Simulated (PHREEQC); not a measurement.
Dissolve 0.018 mol/kgw Cu(BF4)2, 0.0014 mol/kgw HBF4 and 0.0012 mol/kgw KCl at 60 °C. Closed to the air; pH follows from the charge balance.

Computed with PHREEQC (ion-association model, phreeqc.dat).

Precipitation was switched off in this run.

Question: Estimate the pH, ionic strength.

Answer: pH 2.74; ionic strength 0.0563 mol/kgw.

Question: In which forms is F present?

Answer: BF4- 85 %, HF 6.8 %, BF3OH- 4.6 %, F- 1.6 %, BF2(OH)2- 1.4 % of the F.

Complexes and solids missing from the database can't appear. At this temperature some constants are extrapolated from 25 °C, and those without enthalpy data are left unchanged. Real BF4- forms and hydrolyses slowly; the run takes it at equilibrium.
